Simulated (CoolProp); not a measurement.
R125 at 262.9 K and 0.191 MPa is throttled through a valve to 0.0334 MPa with no heat exchange. Each further row changes one setting.

Model: reference Helmholtz-energy equation of state, Lemmon 2005, in CoolProp.

| case | temperature change (K) | final density (kg/m³) |
|---|---|---|
| as stated | -3.4 | 1.87 |
| outlet pressure 0.01 MPa | -3.9 | 0.559 |
| outlet pressure 0.0434 MPa | -3.2 | 2.44 |
